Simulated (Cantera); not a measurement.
A closed system holds: 1 mol CF₄, 0.03 mol CH₄, held at 2525 °C and 6.40 Pa.

Cantera equilibrium calculation (NASA polynomials, part measured and part estimated; ideal gas, pure solids and liquids). Candidate condensed phases: C, C₆H₆, C₇H₈, C₈H₁₈; 95 gas species. The numbers say what is thermodynamically allowed, not how fast it happens.

Base state: F 0.844, C 0.0457, C₃ 0.0450, CF 0.0282, HF 0.0177, C₂ 0.00968, H 0.00903, CF₂ 0.000363 (mole fractions); condensed: gas only.

Problem. What changes in the equilibrium state with this change: temperature from 2525 °C to 2777 °C?

Solution. 
| species | before | after |
|---|---|---|
| F | 0.844 | 0.800 |
| C | 0.0457 | 0.142 |
| H | 0.00903 | 0.0200 |
| C₃ | 0.0450 | 0.0117 |
| HF | 0.0177 | 0.00448 |
| CF | 0.0282 | 0.0115 |
| C₂ | 0.00968 | 0.0107 |
| C₅ | 8.81e-5 | 3.13e-6 |
| CF₂ | 0.000363 | 2.18e-5 |
| C₄ | 3.73e-5 | 5.11e-6 |
